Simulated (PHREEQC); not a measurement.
Make-up at 40 °C: 0.0019 mol/kgw H2SO4 and 0.048 mol/kgw KNO3. Closed to the air; pH follows from the charge balance.

All values are PHREEQC results (ion-association model, phreeqc.dat), not measurements.

Precipitation was switched off in this run.

Predict the pH.

pH 2.53.

In which forms is S present?

SO4-2 71 %, HSO4- 16 %, KSO4- 13 % of the S.

Away from 25 °C the constants follow the database's enthalpies or fits; those with neither stay at their 25 °C values.
